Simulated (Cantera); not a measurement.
An isothermal plug-flow reactor at 950 K and 825 Torr (inlet), inlet velocity 1.6 m/s, active area per volume 590 1/m; feed 0.514 % CH4, 2.99 % O2, 94.5 % N2, 2.03 % H2O, equivalence ratio 0.34.

Computed with Cantera and Deutschmann's 1995 Pt surface mechanism with GRI-Mech 3.0 gas chemistry. Catalytic surfaces can have several steady states; this one follows from the mechanism file's or the stated starting coverage. Mass transfer to the wall is taken as infinitely fast.

One state of this run: x CH4 = 0.000352; x O2 = 0.0204; x H2O = 0.0299; x CO2 = 0.00477; x CO = 1.66e-7; θ free Pt = 0.216; θ O* = 0.780; θ OH* = 0.00403. x: gas mole fraction; θ: surface coverage.

Q: Which value of z (m) does it belong to?
A) 0.02
B) 0.00092
C) 0.092
D) 0.055

A: C, 0.092
